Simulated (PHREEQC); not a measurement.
Solution (25 °C): 14 mmol/kgw Cu(NO3)2, 1.4 mmol/kgw HBF4 and 3.8 mmol/kgw NaCl. Closed to the air; pH follows from the charge balance.

Model: ion-association model, wateq4f.dat, run in PHREEQC.

Precipitation was switched off in this run.

**Question.** Order these F species by the share of F that they hold, largest first: CuF+, F-, BF4-, HF, BF3OH-.

**Answer.** HF (37 %), BF4- (34 %), F- (20 %), BF3OH- (4.4 %), CuF+ (2.4 %)

The pH is 2.80 and the ionic strength 0.0472 mol/kgw. Complexes and solids missing from the database can't appear. Real BF4- forms and hydrolyses slowly; the run takes it at equilibrium.
